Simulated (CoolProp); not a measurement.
A closed Brayton cycle with carbon dioxide: compressor inlet 312.15 K and 9.4 MPa, high pressure 28.2 MPa, turbine inlet 950 K, compressor efficiency 0.85, turbine efficiency 0.9, recuperator effectiveness 0.8 (on enthalpy, no pinch check). Each further row changes one setting.

Values from CoolProp's reference Helmholtz-energy equation of state, Span 1996.

```json
[
 {"case": "as stated", "thermal efficiency (%)": "33.6", "net work (kJ/kg)": "135", "compressor to turbine work": "0.19", "compressor exit (K)": "351.7", "turbine exit (K)": "806.5"},
 {"case": "turbine inlet 900 K", "thermal efficiency (%)": "32.9", "net work (kJ/kg)": "126", "compressor to turbine work": "0.21", "compressor exit (K)": "351.7", "turbine exit (K)": "761.4"},
 {"case": "compressor inlet 322.15 K", "thermal efficiency (%)": "33.0", "net work (kJ/kg)": "119", "compressor to turbine work": "0.29", "compressor exit (K)": "398.3", "turbine exit (K)": "806.5"},
 {"case": "high pressure 24 MPa", "thermal efficiency (%)": "31.2", "net work (kJ/kg)": "119", "compressor to turbine work": "0.18", "compressor exit (K)": "345.1", "turbine exit (K)": "826.8"},
 {"case": "recuperator effectiveness 0.5", "thermal efficiency (%)": "23.9", "net work (kJ/kg)": "135", "compressor to turbine work": "0.19", "compressor exit (K)": "351.7", "turbine exit (K)": "806.5"}
]
```
